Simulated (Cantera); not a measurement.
Charge: 1 mol PH₃, 3.7 mol O₂, at 3600000 Pa.

Method: chemical equilibrium by Gibbs-energy minimisation in Cantera with the NASA 1993 tables (ideal gas, pure condensed phases). Candidate condensed phases: H₂O, P, P₄O₁₀; 17 gas species. The ideal-gas law is rough above about 30 bar. Gases not in the tables: HPO₂, HPO₃ and P₄O₆. Rates play no part. All values below are at 1150 °C.

Base state: O₂ 0.493, H₂O 0.435, P₄O₁₀ 0.0725, OH 4.07e-5 (mole fractions); condensed: gas only.

What changes in the equilibrium state with this change: 0.32 mol NH₃ added?


```csv
species,before,after
H₂O,0.435,0.514
O₂,0.493,0.379
P₄O₁₀,0.0725,0.0649
N₂,0,0.0414
NO,0,0.000253
NO₂,0,1.41e-5
OH,4.07e-5,4.14e-5
```

What changes in the equilibrium state with this change: O₂ from 3.7 to 0.085 mol?


```json
[
 {"species": "H₂", "before": "6.60e-8", "after": "0.744"},
 {"species": "P₄", "before": "<1e-9", "after": "0.123"},
 {"species": "H₂O", "before": "0.435", "after": "0.0957"},
 {"species": "O₂", "before": "0.493", "after": "<1e-9"},
 {"species": "P₄O₁₀", "before": "0.0725", "after": "<1e-9"},
 {"species": "P₂", "before": "<1e-9", "after": "0.0336"},
 {"species": "PH₃", "before": "<1e-9", "after": "0.00398"},
 {"species": "PO", "before": "<1e-9", "after": "5.24e-5"}
]
```
